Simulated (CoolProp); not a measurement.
Values from CoolProp's reference Helmholtz-energy equation of state, Lemmon 2006. It is a short technical equation, of lower accuracy than the large ones.

### Question
For carbonyl sulfide, give the phase and the cv (kJ/(kg K)), speed of sound (m/s) at 214.05 °C and 5.28 MPa; 46.95 °C and 0.0223 MPa.

### Answer
- 214.05 °C and 5.28 MPa: gas; cv 0.697, speed of sound 264
- 46.95 °C and 0.0223 MPa: gas; cv 0.571, speed of sound 234
